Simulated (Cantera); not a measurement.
Input: 1 mol Si, 3.6 mol HF, 50 mol H₂, 0.78 mol Cl₂, at 1102 °C and 7.50 Torr.

Method: chemical equilibrium by Gibbs-energy minimisation in Cantera with the NASA 1993 tables (ideal gas, pure condensed phases). Candidate condensed phases: Si; 37 gas species. The tables' values for SiF₃, SiF₂, SiCl₃ are old estimates; treat these amounts as uncertain. The numbers say what is thermodynamically allowed, not how fast it happens.

Base state: H₂ 0.952, HCl 0.0274, SiF₄ 0.0126, SiF₃ 0.00335, HF 0.00192, SiHF₃ 0.00115, SiCl₂ 0.000858, SiF₂ 0.000642 (mole fractions); condensed: gas only.

Task: What changes in the equilibrium state with this change: temperature from 1102 °C to 725 °C?

Result: 
| species | before | after |
|---|---|---|
| H₂ | 0.952 | 0.958 |
| HCl | 0.0274 | 0.0231 |
| SiF₄ | 0.0126 | 0.0162 |
| SiF₂ | 0.000642 | 2.83e-7 |
| H | 3.34e-5 | 2.11e-8 |
The tables' values for SiCl₃, SiF₃ are old estimates; treat these amounts as uncertain.

Task: What changes in the equilibrium state with this change: pressure from 7.50 Torr to 128 Torr?

Result: 
```
species    before     after
-------  --------  --------
H₂          0.952     0.953
HCl        0.0274    0.0272
SiF₄       0.0126    0.0133
SiF₃      0.00335   0.00169
SiHF₃     0.00115   0.00239
SiH₂Cl₂   8.18e-7   1.28e-5
SiHCl₃    2.49e-6   3.86e-5
SiCl₄     1.12e-6   1.73e-5
SiF₂     0.000642  0.000154
```

Task: What changes in the equilibrium state with this change: temperature from 1102 °C to 727 °C?

Result: 
```
species    before     after
-------  --------  --------
H₂          0.952     0.958
HCl        0.0274    0.0231
SiF₄       0.0126    0.0162
SiF₂     0.000642   3.05e-7
H         3.34e-5   2.22e-8
SiCl₄     1.12e-6   0.00118
SiHCl₃    2.49e-6  0.000344
SiF₃      0.00335   4.84e-5
```
The tables' values for SiCl₃, SiF₃ are old estimates; treat these amounts as uncertain.
